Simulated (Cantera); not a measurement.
Mixture: 7.24 % C3H8, 22.6 % O2, 63.4 % N2, 6.81 % CO2, at 0.930 bar, adiabatic and at constant volume. Ignition delay is the time to a rise of 400 K.

Model: GRI-Mech 3.0 (53 species, 325 reactions), integrated in Cantera. GRI-Mech 3.0 was tuned for natural gas; its chemistry of propane as a main component is partial and can be far from experiment.

**Question.** Predict: delay at 1050 K; delay at 1150 K; delay at 1250 K; delay at 1350 K; delay at 1450 K; delay at 1550 K; delay at 1650 K; apparent activation energy between 1450 and 1650 K.

**Answer.** 
| Property | Value |
|---|---|
| delay at 1050 K | 0.164 s |
| delay at 1150 K | 16.1 ms |
| delay at 1250 K | 2.10 ms |
| delay at 1350 K | 0.405 ms |
| delay at 1450 K | 0.115 ms |
| delay at 1550 K | 45.0 µs |
| delay at 1650 K | 22.4 µs |
| apparent activation energy between 1450 and 1650 K | 160 kJ/mol |
